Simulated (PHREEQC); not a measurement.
A made-up water analysis in mmol/kgw, 20 °C, pH 2.83, pe 9.2:

| constituent | mmol/kgw |
|---|---|
| Na | 26.7 |
| K | 1.31 |
| Ca | 20.7 |
| Mg | 2.52 |
| Cl | 27.2 |
| S(6) | 24.7 |
| Br | 0.0219 |
| Al | 1.13 |
| Zn | 0.0187 |

Valence states are taken as typed.

Equilibrium calculation in PHREEQC: ion-association model, phreeqc.dat.

Each row changes one thing in this solution. Precipitation was switched off in this run.

| case | ionic strength (mol/kgw) | Mg+2 (mol/kgw) | MgSO4 (mol/kgw) | AlOH+2 (mol/kgw) | ZnCl+ (mol/kgw) | ZnCl2 (mol/kgw) | SI of Gypsum (CaSO4:2H2O) | SI of Gibbsite (Al(OH)3) |
|---|---|---|---|---|---|---|---|---|
| as made | 0.0938 | 0.00169 | 0.000826 | 4.38e-7 | 2.66e-7 | 4.35e-9 | +0.12 | -4.35 |
| Mg from 2.52 to 1.26 mmol/kgw | ? | 0.000840 | 0.000420 | 4.28e-7 | 2.65e-7 | 4.34e-9 | +0.13 | -4.36 |
| temperature from 20 to 25 °C at the same typed pH | 0.0931 | 0.00163 | 0.000886 | 5.86e-7 | 3.29e-7 | 5.48e-9 | +0.11 | ? |

Complete the blanks.


- Mg from 2.52 to 1.26 mmol/kgw, ionic strength (mol/kgw): 0.0924
- temperature from 20 to 25 °C at the same typed pH, SI of Gibbsite (Al(OH)3): -4.08

Species that the database lacks are ignored. Some of these states are supersaturated (in Gypsum, for instance).
